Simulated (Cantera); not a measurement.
Input: 1 mol AlCl3, 32 mol N2O, 6.6 mol H2, 2.6 mol O2, at 133 Pa.

Cantera equilibrium calculation (NASA polynomials, part measured and part estimated; ideal gas, pure solids and liquids). Candidate condensed phases: Al, AlCl3, AlN, Al2O3, H2O, NH4Cl; 45 gas species. The numbers say what is thermodynamically allowed, not how fast it happens.

log p: log10 of the partial pressure in bar; n: condensed amount in mol.

| T (K) | log p N2 | log p O2 | log p H2O | log p O | log p HCl | log p Cl | log p OH | log p H | log p NO | n Al2O3(s) |
|---|---|---|---|---|---|---|---|---|---|---|
| 1648 | -3.12 | -3.44 | -3.89 | -6.32 | -4.24 | -4.84 | -5.73 | -7.61 | -5.51 | 0.500 |
| 1748 | -3.12 | -3.45 | -3.89 | ___ | -4.28 | ___ | ___ | ___ | ___ | 0.500 |
| 1848 | -3.12 | -3.45 | -3.89 | ___ | -4.33 | ___ | ___ | ___ | ___ | 0.500 |
| 1948 | -3.12 | -3.46 | -3.89 | -5.08 | -4.39 | -4.52 | -4.94 | -5.88 | -5.08 | 0.500 |
| 2048 | -3.13 | -3.47 | -3.91 | -4.76 | -4.45 | -4.45 | -4.74 | -5.43 | -4.97 | 0.500 |
| 2148 | -3.13 | -3.49 | -3.94 | -4.46 | -4.52 | -4.40 | -4.57 | -5.02 | -4.87 | 0.499 |
| 2248 | -3.14 | -3.53 | -4.00 | -4.20 | -4.61 | -4.36 | -4.43 | -4.66 | -4.80 | 0.496 |

### Question
Fill in the missing entries.

### Answer

- 1748, log p O: -5.86
- 1748, log p Cl: -4.71
- 1748, log p OH: -5.44
- 1748, log p H: -6.97
- 1748, log p NO: -5.35
- 1848, log p O: -5.45
- 1848, log p Cl: -4.60
- 1848, log p OH: -5.18
- 1848, log p H: -6.40
- 1848, log p NO: -5.21
